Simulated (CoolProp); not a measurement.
Vapour-liquid equilibrium of ethylene (1) + ethane (2) at 161.6 K; x and y are mole fractions of (1).

Model: multi-fluid Helmholtz-energy mixture model, Smukala 2000 and Bücker 2006; pair parameters Bell 2016, in CoolProp.

| x | bubble pressure, mixture model (bar) | bubble pressure, Raoult's law (bar) | y, mixture model | y, Raoult's law |
|---|---|---|---|---|
| 0.05 | 0.2665 | 0.2599 | 0.140 | 0.120 |
| 0.15 | 0.3125 | 0.2984 | [?] | 0.314 |
| 0.25 | 0.3534 | 0.3368 | 0.476 | 0.464 |
| 0.35 | 0.3911 | 0.3753 | 0.583 | 0.583 |
| 0.45 | 0.4272 | 0.4137 | 0.671 | 0.680 |
| 0.55 | 0.4625 | 0.4522 | 0.747 | 0.760 |
| 0.65 | 0.4979 | 0.4906 | 0.815 | 0.828 |
| 0.75 | 0.5336 | 0.5290 | 0.875 | 0.886 |
| 0.85 | 0.5699 | 0.5675 | [?] | 0.936 |
| 0.95 | [?] | 0.6059 | [?] | 0.980 |

Fill in the missing entries.


- 0.15, y, mixture model: 0.338
- 0.85, y, mixture model: 0.930
- 0.95, bubble pressure, mixture model (bar): 0.6067
- 0.95, y, mixture model: 0.978

The largest gap from Raoult's law is +4.9 % in bubble pressure, at x = 0.25. No azeotrope shows between x = 0.05 and 0.95.

The pair parameters rest on a limited set of measurements; away from them the model extrapolates.
